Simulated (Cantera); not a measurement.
**Pb + CO + H2 (iron carbonyl, mercury and lead vapours)**

Feed: 1 mol Pb, 3.4 mol CO, a varied amount of H2, at 527 °C and 0.320 bar.

Equilibrium computed with Cantera from the NASA thermochemical tables; the gas is ideal and each condensed phase is pure. Candidate condensed phases: C, C6H6, C7H8, C8H18, H2O, Pb, PbO, PbO2, Pb3O4; 113 gas species. The numbers say what is thermodynamically allowed, not how fast it happens.

```
n(H2) (mol)  log p H2  log p CO2  log p H2O  log p CH4  log p CO  n C(graphite)  n Pb(l)
-----------  --------  ---------  ---------  ---------  --------  -------------  -------
0.7             -1.35      -0.73      -1.35      -2.58     -1.36           1.69     1.00
1.1             -1.20      -0.81      -1.24      -2.28     -1.40           1.73    1.000
1.7             -1.07      -0.92      -1.16      -2.02     -1.46           1.77    1.000
2.6             -0.96      -1.05      -1.12      -1.80     -1.52           1.79    1.000
4.1             -0.87      -1.24      -1.11      -1.61     -1.62           1.73    1.000
6.3             -0.80      -1.45      -1.15      -1.46     -1.72           1.53    1.000
9.9             -0.74      -1.71      -1.22      -1.35     -1.85           1.06    1.000
15              -0.70      -1.97      -1.32      -1.28     -1.98          0.254    1.000
24              -0.64      -2.50      -1.40      -1.37     -2.36              0    1.000
```
log p: log10 of the partial pressure in bar; n: condensed amount in mol.

From 0.7 mol H2 to 15 mol H2 the condensed part is C(graphite) + Pb(l). At 24 mol H2 the condensed part is Pb(l). The main Pb-bearing gas is Pb throughout.
